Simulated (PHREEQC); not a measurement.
**Leach liquor (model solution)**

A solution holds 11 mmol/kgw HCl, 0.58 mmol/kgw CuSO4 and 0.84 mmol/kgw Fe2(SO4)3, at 25 °C. Closed to the air; pH follows from the charge balance.

All values are PHREEQC results (ion-association model, phreeqc.dat), not measurements.

No solid was allowed to form.

### Question
What pH, ionic strength does the model give?

### Answer
pH 2.03; ionic strength 0.0170 mol/kgw.

### Question
In which forms is Fe present?

### Answer
FeSO4+ 64 %, Fe+3 20 %, FeOH+2 8.4 %, FeCl+2 3.5 %, FeHSO4+2 2.4 %, Fe(SO4)2- 1.0 % of the Fe.

The solution is supersaturated, for example in Hematite (slow to form), Goethite (slow to form), so a real one may precipitate; this is no full list. Complexes and solids missing from the database can't appear.
